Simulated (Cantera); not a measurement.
A closed system holds: 1 mol SiH₂Cl₂, 0.79 mol C₂H₂, a varied amount of H₂, held at 2223.15 K and 10.0 mbar.

Method: chemical equilibrium by Gibbs-energy minimisation in Cantera with the NASA 1993 tables (ideal gas, pure condensed phases). Candidate condensed phases: C, C₆H₆, C₇H₈, C₈H₁₈, Si, SiC; 109 gas species. Gases not in the tables: Si₂H₆ and higher silanes. Kinetics and transport are ignored.

Problem. Which condensed phases are stable at each of these points (n(H₂) (mol)): 3.4, 5.4, 8.7, 14, 22, 35, 56, 90, 140, 230, 360?

Solution. 
```tsv
n(H₂) (mol)	condensed phases	Si condensed (%)
3.4	C(graphite) + SiC(s)	80.8
5.4	C(graphite) + SiC(s)	82.8
8.7	C(graphite) + SiC(s)	83.5
14	C(graphite) + SiC(s)	82.1
22	C(graphite) + SiC(s)	78.0
35	C(graphite) + SiC(s)	70.0
56	C(graphite) + SiC(s)	55.9
90	C(graphite) + SiC(s)	32.4
140	C(graphite)	0.0
230	C(graphite)	0.0
360	gas only	0.0
```

From 3.4 mol H₂ to 90 mol H₂ the condensed part is C(graphite) + SiC(s). From 140 mol H₂ to 230 mol H₂ the condensed part is C(graphite). At 360 mol H₂ nothing is condensed.
